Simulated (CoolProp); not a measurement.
Aqueous potassium carbonate as a coolant, at 13 °C, 1 atm.

The numbers come from the Melinder's fits for secondary coolants in CoolProp.

```csv
mass %,freezing point (°C),cp (kJ/(kg K)),conductivity (W/(m K)),Prandtl number,density (kg/m³)
1.8,-0.5,4.070,0.585,8.65,1016
5.1,-1.7,3.892,0.582,8.90,1047
8.4,-3.0,3.747,0.579,9.31,1078
11.8,-4.4,3.612,0.575,9.84,1111
15.1,-5.9,3.485,0.572,10.5,1143
18.4,-7.8,3.359,0.568,11.2,1177
21.7,-10.0,3.234,0.565,12.1,1211
25,-12.8,3.113,0.562,13.3,1247
28.3,-16.4,3.000,0.559,14.8,1283
31.7,-21.1,2.897,0.556,17.0,1321
35,-26.7,2.811,0.552,19.8,1359
38.3,-33.5,2.737,0.547,23.6,1398
```
